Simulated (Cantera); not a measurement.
Input (Python, Cantera) and output of one run.

```python
import numpy as np
import cantera as ct

gas_names = """
    C CH CH2 CH3 CH2OH CH3O CH4 CH3OH CO CO2 COOH C2 C2H CHCO,ketyl C2H2,acetylene C2H2,vinylidene
    CH2CO,ketene C2H3,vinyl CH3CO,acetyl C2H4 C2H4O,ethylen CH3CHO,ethanal CH3COOH (HCOOH)2 C2H5 C2H6
    CH3OCH3 C2H5OH C2O C3 C3H3,propargyl C3H4,allene C3H4,propyne C3H4,cyclo- C3H5,allyl C3H6,propylene
    C3H6,cyclo- C3H6O C3H7,n-propyl C3H7,i-propyl C3H8 C3H8O,1propanol C3H8O,2propanol C3O2 C4 C4H2
    C4H4,1,3-cyclo- C4H6,butadiene C4H6,2-butyne C4H6,cyclo- C4H8,1-butene C4H8,cis2-buten
    C4H8,tr2-butene C4H8,isobutene C4H8,cyclo- (CH3COOH)2 C4H9,n-butyl C4H9,i-butyl C4H9,s-butyl
    C4H9,t-butyl C4H10,isobutane C4H10,n-butane C5 C5H6,1,3cyclo- C5H8,cyclo- C5H10,1-pentene
    C5H10,cyclo- C5H11,pentyl C5H11,t-pentyl C5H12,n-pentane C5H12,i-pentane CH3C(CH3)2CH3 C6H2
    C6H5,phenyl C6H5O,phenoxy C6H6 C6H5OH,phenol C6H10,cyclo- C6H12,1-hexene C6H12,cyclo- C6H13,n-hexyl
    C7H7,benzyl C7H8 C7H8O,cresol C7H14,1-heptene C7H15,n-heptyl C7H16,n-heptane C8H8,styrene
    C8H10,ethylbenz C8H16,1-octene C8H17,n-octyl C8H18,isooctane C8H18,n-octane C9H19,n-nonyl
    C10H8,naphthale C10H21,n-decyl C12H9,o-bipheny C12H10,bipheny Cu CuO Cu2 H HCO HO2 H2
    HCHO,formaldehy HCOOH H2O H2O2 O OH O2 O3
""".split()
cond_names = """
    C(gr) C6H6(L) C7H8(L) C8H18(L),n-octa Cu(cr) Cu(L) CuO(s) CuO2H2(s) Cu2O(s) Cu2O(L) H2O(s) H2O(L)
""".split()


def load(file, names, dense=False):
    # The tables refer to 1 bar. Condensed volumes are neglected.
    table = {s.name: s for s in ct.Species.list_from_file(file)}
    out = []
    for n in names:
        d = dict(table[n].input_data)
        d["thermo"] = dict(d["thermo"], **{"reference-pressure": 1e5})
        if dense:
            d["equation-of-state"] = {"model": "constant-volume", "density": "1e6 g/cm^3"}
        out.append(ct.Species.from_dict(d))
    return out


gas = ct.Solution(thermo="ideal-gas", species=load("nasa_gas.yaml", gas_names))
cond = {s.name: ct.Solution(thermo="fixed-stoichiometry", species=[s], name=s.name)
        for s in load("nasa_condensed.yaml", cond_names, dense=True)}
atoms = {
    'Cu': {'Cu': 1},
    'H2O': {'H': 2, 'O': 1},
    'CO': {'C': 1, 'O': 1},
}
top_T = {'C(gr)': 4500, 'CuO(s)': 1390}  # K; cautious upper limits of use, not melting points


def equilibrate(T, P, feed):
    n = {}
    for name, mol in feed.items():
        for a, k in atoms[name].items():
            n[a] = n.get(a, 0.0) + k * mol
    gas.TPX = T, P, n
    mass = sum(n.values()) * gas.mean_molecular_weight
    gas.equilibrate("TP")
    valid = [c for c in cond.values() if c.min_temp <= T <= top_T.get(c.name, c.max_temp)]
    mix = ct.Mixture([(gas, mass / gas.mean_molecular_weight)] + [(c, 0.0) for c in valid])
    mix.T, mix.P = T, P
    mix.equilibrate("TP", solver="vcs", rtol=1e-11, max_steps=5000)
    return mix


results = []
feed = {'Cu': 1, 'H2O': 0.021, 'CO': 0.48}  # mol
for P in [10, 41, 160, 670, 2700, 11000, 45000, 180000, 740000, 3000000]:
    for T in [1000, 1050, 1100, 1150, 1200, 1250, 1300, 1350, 1400]:
        mix = equilibrate(T, P, feed)
        results.append((T, P, feed, dict(zip(mix.species_names, mix.species_moles))))

for T, P, feed, n in results:
    print(f"{T:7g} {P:10.4g}  " + (" + ".join(c for c in cond_names if n.get(c, 0) > 1e-12) or "gas only"))
```

Output:

```
   1000         10  Cu(cr)
   1050         10  Cu(cr)
   1100         10  Cu(cr)
   1150         10  Cu(cr)
   1200         10  Cu(cr)
   1250         10  Cu(cr)
   1300         10  Cu(cr)
   1350         10  Cu(cr)
   1400         10  Cu(L)
   1000         41  Cu(cr)
   1050         41  Cu(cr)
   1100         41  Cu(cr)
   1150         41  Cu(cr)
   1200         41  Cu(cr)
   1250         41  Cu(cr)
   1300         41  Cu(cr)
   1350         41  Cu(cr)
   1400         41  Cu(L)
   1000        160  Cu(cr)
   1050        160  Cu(cr)
   1100        160  Cu(cr)
   1150        160  Cu(cr)
   1200        160  Cu(cr)
   1250        160  Cu(cr)
   1300        160  Cu(cr)
   1350        160  Cu(cr)
   1400        160  Cu(L)
   1000        670  Cu(cr)
   1050        670  Cu(cr)
   1100        670  Cu(cr)
   1150        670  Cu(cr)
   1200        670  Cu(cr)
   1250        670  Cu(cr)
   1300        670  Cu(cr)
   1350        670  Cu(cr)
   1400        670  Cu(L)
   1000       2700  Cu(cr)
   1050       2700  Cu(cr)
   1100       2700  Cu(cr)
   1150       2700  Cu(cr)
   1200       2700  Cu(cr)
   1250       2700  Cu(cr)
   1300       2700  Cu(cr)
   1350       2700  Cu(cr)
   1400       2700  Cu(L)
   1000    1.1e+04  C(gr) + Cu(cr)
   1050    1.1e+04  Cu(cr)
   1100    1.1e+04  Cu(cr)
   1150    1.1e+04  Cu(cr)
   1200    1.1e+04  Cu(cr)
   1250    1.1e+04  Cu(cr)
   1300    1.1e+04  Cu(cr)
   1350    1.1e+04  Cu(cr)
   1400    1.1e+04  Cu(L)
   1000    4.5e+04  C(gr) + Cu(cr)
   1050    4.5e+04  C(gr) + Cu(cr)
   1100    4.5e+04  Cu(cr)
   1150    4.5e+04  Cu(cr)
   1200    4.5e+04  Cu(cr)
   1250    4.5e+04  Cu(cr)
   1300    4.5e+04  Cu(cr)
   1350    4.5e+04  Cu(cr)
   1400    4.5e+04  Cu(L)
   1000    1.8e+05  C(gr) + Cu(cr)
   1050    1.8e+05  C(gr) + Cu(cr)
   1100    1.8e+05  C(gr) + Cu(cr)
   1150    1.8e+05  C(gr) + Cu(cr)
   1200    1.8e+05  Cu(cr)
   1250    1.8e+05  Cu(cr)
   1300    1.8e+05  Cu(cr)
   1350    1.8e+05  Cu(cr)
   1400    1.8e+05  Cu(L)
   1000    7.4e+05  C(gr) + Cu(cr)
   1050    7.4e+05  C(gr) + Cu(cr)
   1100    7.4e+05  C(gr) + Cu(cr)
   1150    7.4e+05  C(gr) + Cu(cr)
   1200    7.4e+05  C(gr) + Cu(cr)
   1250    7.4e+05  C(gr) + Cu(cr)
   1300    7.4e+05  Cu(cr)
   1350    7.4e+05  Cu(cr)
   1400    7.4e+05  Cu(L)
   1000      3e+06  C(gr) + Cu(cr)
   1050      3e+06  C(gr) + Cu(cr)
   1100      3e+06  C(gr) + Cu(cr)
   1150      3e+06  C(gr) + Cu(cr)
   1200      3e+06  C(gr) + Cu(cr)
   1250      3e+06  C(gr) + Cu(cr)
   1300      3e+06  C(gr) + Cu(cr)
   1350      3e+06  C(gr) + Cu(cr)
   1400      3e+06  C(gr) + Cu(L)
```

Method: chemical equilibrium by Gibbs-energy minimisation in Cantera with the NASA 1993 tables (ideal gas, pure condensed phases).
